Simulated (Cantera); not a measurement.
**Premixed flame**

A freely propagating, adiabatic, planar premixed flame of H2 : O2 : N2 : H2O = 1 : 0.227 : 0.855 : 0.028 (molar parts), equivalence ratio 2.2, unburnt at 648 K and 760 Torr; mixture-averaged transport, grid criteria slope 0.08 and curve 0.16, no radiation.

Cantera simulation using the H2/O2 subset of GRI-Mech 3.0, which has no nitrogen chemistry; the numbers are that mechanism's predictions, not measurements. Burning velocities carry a grid error of a few per cent, more on coarse grids.

| z (mm) | T (K) | u (m/s) | x H2 | x O2 | x O | x OH | x H2O2 | x H |
|---|---|---|---|---|---|---|---|---|
| -1.38 | 648 | 9.98 | 0.474 | 0.108 | <1e-8 | <1e-8 | <1e-8 | <1e-8 |
| -0.921 | 648 | 9.98 | 0.474 | 0.108 | <1e-8 | <1e-8 | <1e-8 | <1e-8 |
| -0.691 | 648 | 9.98 | 0.474 | 0.108 | <1e-8 | <1e-8 | <1e-8 | <1e-8 |
| -0.461 | 648 | 9.98 | 0.474 | 0.108 | <1e-8 | <1e-8 | <1e-8 | 2.99e-7 |
| -0.230 | 670 | 10.3 | 0.471 | 0.107 | 1.49e-5 | 6.73e-5 | 2.51e-6 | 0.000456 |
| -0.115 | 854 | 12.9 | 0.442 | 0.102 | 0.000312 | 0.000511 | 5.29e-6 | 0.00912 |
| 0 | 1231 | 18.0 | 0.344 | 0.0659 | 0.00289 | 0.00204 | 1.63e-6 | 0.0511 |
| 0.115 | 1497 | 21.7 | 0.255 | 0.0163 | 0.00293 | 0.00365 | 8.62e-7 | 0.0880 |
| 0.230 | 1610 | 23.3 | 0.236 | 0.00289 | 0.00158 | 0.00392 | 5.26e-7 | 0.0909 |
| 0.461 | 1719 | 24.7 | 0.241 | 0.000569 | 0.00113 | 0.00426 | 3.52e-7 | 0.0792 |
| 0.921 | 1834 | 26.1 | 0.251 | 0.000358 | 0.000840 | 0.00434 | 2.10e-7 | 0.0632 |
| 1.84 | 1946 | 27.4 | 0.260 | 0.000221 | 0.000538 | 0.00399 | 1.13e-7 | 0.0472 |
| 3.68 | 2044 | 28.6 | 0.269 | 0.000117 | 0.000291 | 0.00328 | 5.74e-8 | 0.0330 |
x: mole fraction of selected species; z is measured from the peak of heat release.

| Quantity | Result |
|---|---|
| laminar burning velocity | 998 cm/s |
| thermal thickness | 0.461 mm |
| peak x(O) | 0.00362 |
| peak x(OH) | 0.00435 |
| peak x(H2O2) | 5.72e-6 |
| peak x(H) | 0.0919 |
